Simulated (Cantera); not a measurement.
A perfectly stirred reactor is fed with 9.62 % CH4, 82.7 % CO2, 7.69 % H2, at 25.0 bar; it is held at 1775 K, and followed from long to short residence time.

Detailed kinetics in Cantera: GRI-Mech 3.0 (53 species, 325 reactions). The pressure lies above the range GRI-Mech 3.0 was tuned for (to about 10 atm).

Q: Predict: x(CH4) at τ = 3.80 s; x(CO2) at τ = 3.80 s; x(H2) at τ = 3.80 s; x(C2H6) at τ = 3.80 s; x(H) at τ = 3.80 s; x(CH4) at τ = 35.0 ms; x(CO2) at τ = 35.0 ms; x(H2) at τ = 35.0 ms; x(C2H6) at τ = 35.0 ms; x(H) at τ = 35.0 ms.

A: 
```
Item                      Result
----------------------  --------
x(CH4) at τ = 3.80 s    0.000291
x(CO2) at τ = 3.80 s       0.428
x(H2) at τ = 3.80 s       0.0402
x(C2H6) at τ = 3.80 s    1.16e-8
x(H) at τ = 3.80 s       1.12e-5
x(CH4) at τ = 35.0 ms    0.00901
x(CO2) at τ = 35.0 ms      0.481
x(H2) at τ = 35.0 ms      0.0321
x(C2H6) at τ = 35.0 ms   1.29e-5
x(H) at τ = 35.0 ms      9.55e-6
```
